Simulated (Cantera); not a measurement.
A closed system holds: 1 mol Ta₂O₅, 4.9 mol CH₄, 4.4 mol H₂, equilibrated at 120000 Pa.

Method: chemical equilibrium by Gibbs-energy minimisation in Cantera with the NASA 1993 tables (ideal gas, pure condensed phases). Candidate condensed phases: C, C₆H₆, C₇H₈, C₈H₁₈, H₂O, Ta, TaC, Ta₂O₅; 113 gas species. Mutual solubility and eutectic melting of coexisting phases are not modelled. TaC: taken at fixed stoichiometry. Condensed phases not in the tables: Ta₂C. Kinetics and transport are ignored.

Task: At 1700 K, list the 5 most abundant gas species with their mole fractions, and the condensed phases.

Result: H₂ 0.799, CO 0.197, H₂O 0.00370, CO₂ 0.000266, H 0.000120. Condensed: TaC(s) + Ta₂O₅(s).
